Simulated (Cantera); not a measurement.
Input: 1 mol SiC, 0.6 mol CO2, 160 mol H2, equilibrated at 0.00210 Torr.

Equilibrium computed with Cantera from the NASA thermochemical tables; the gas is ideal and each condensed phase is pure. Candidate condensed phases: C, C6H6, C7H8, C8H18, H2O, Si, SiC, SiO2; 123 gas species. The numbers say what is thermodynamically allowed, not how fast it happens. All values below are at 1227 °C.

Base state: H2 0.982, H 0.0104, CO 0.00572, SiO 0.00168, Si 0.000335 (mole fractions); condensed: SiC(s).

Q: What changes in the equilibrium state with this change: CO2 from 0.6 to 0.1 mol?

A: 
```json
[
 {"species": "H2", "before": "0.982", "after": "0.988"},
 {"species": "H", "before": "0.0104", "after": "0.0105"},
 {"species": "CO", "before": "0.00572", "after": "0.00106"},
 {"species": "SiO", "before": "0.00168", "after": "0.000182"},
 {"species": "Si", "before": "0.000335", "after": "0.000256"},
 {"species": "SiC(s), mol", "before": "0.673", "after": "0.929"}
]
```

Q: What changes in the equilibrium state with this change: CO2 from 0.6 to 0.87 mol?

A: 
| species | before | after |
|---|---|---|
| H2 | 0.982 | 0.979 |
| H | 0.0104 | 0.0104 |
| CO | 0.00572 | 0.00820 |
| SiO | 0.00168 | 0.00250 |
| Si | 0.000335 | 0.000342 |
| SiC(s), mol | 0.673 | 0.537 |
